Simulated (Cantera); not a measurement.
Feed: 1 mol SiCl4, a varied amount of Cl2, 0.58 mol H2, at 1200 K and 100000 Pa.

These are equilibrium values from Cantera (NASA tables, ideal gas, pure condensed phases), not measurements of a reactor. Candidate condensed phases: Si; 19 gas species. Rates play no part.

Task: At 0.88 mol Cl2, list the 4 most abundant gas species with their mole fractions, and the condensed phases.

Result: HCl 0.471, SiCl4 0.406, Cl2 0.121, Cl 0.00164. Condensed: gas only.
